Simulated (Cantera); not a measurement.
Mixture: CH₃OH : O₂ : N₂ : CO₂ = 1 : 3.57 : 10.7 : 1.3 (molar parts), equivalence ratio 0.42, at 900 Torr, adiabatic and at constant pressure. Ignition delay is the time to a rise of 400 K.

Cantera simulation using GRI-Mech 3.0 (53 species, 325 reactions); the numbers are that mechanism's predictions, not measurements. GRI-Mech 3.0 was tuned for natural gas; its chemistry of methanol as a main component is partial and can be far from experiment.

Q: What does this change do: pressure from 900 Torr to 345 Torr?

A: 
```json
[
 {"quantity": "delay at 1175 K", "before": "14.1 ms", "after": "33.3 ms"},
 {"quantity": "delay at 1275 K", "before": "2.99 ms", "after": "7.16 ms"},
 {"quantity": "delay at 1375 K", "before": "0.851 ms", "after": "2.06 ms"},
 {"quantity": "delay at 1475 K", "before": "0.309 ms", "after": "0.753 ms"},
 {"quantity": "delay at 1575 K", "before": "0.135 ms", "after": "0.332 ms"},
 {"quantity": "delay at 1675 K", "before": "70.7 µs", "after": "0.186 ms"},
 {"quantity": "delay at 1775 K", "before": "44.8 µs", "after": "0.137 ms"}
]
```
